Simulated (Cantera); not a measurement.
An adiabatic, constant-volume homogeneous reactor starts with CH4 : CO : O2 : N2 = 1 : 0.47 : 1.31 : 14.5 (molar parts), equivalence ratio 1.7, at 1625 K and 0.240 bar. Integrator tolerance rtol = 1e-08.

Model: GRI-Mech 3.0 (53 species, 325 reactions), integrated in Cantera.

Q: What does this change do: constant pressure in place of constant volume?

A: 
```tsv
quantity	before	after
time of steepest temperature rise	3.01 ms	3.14 ms
temperature at 0.200 s	2415 K	2256 K
equilibrium temperature	2415 K	2256 K
x(CH4) at 0.200 s	<1e-12 (gas-phase equilibrium <1e-12)	<1e-12 (gas-phase equilibrium <1e-12)
x(CO) at 0.200 s	0.0628 (gas-phase equilibrium 0.0628)	0.0619 (gas-phase equilibrium 0.0620)
x(O2) at 0.200 s	0.000128 (gas-phase equilibrium 0.000128)	3.26e-5 (gas-phase equilibrium 3.26e-5)
x(HCO) at 0.200 s	2.10e-8 (gas-phase equilibrium 2.10e-8)	9.90e-9 (gas-phase equilibrium 9.90e-9)
x(H2O) at 0.200 s	0.0684 (gas-phase equilibrium 0.0684)	0.0692 (gas-phase equilibrium 0.0692)
```
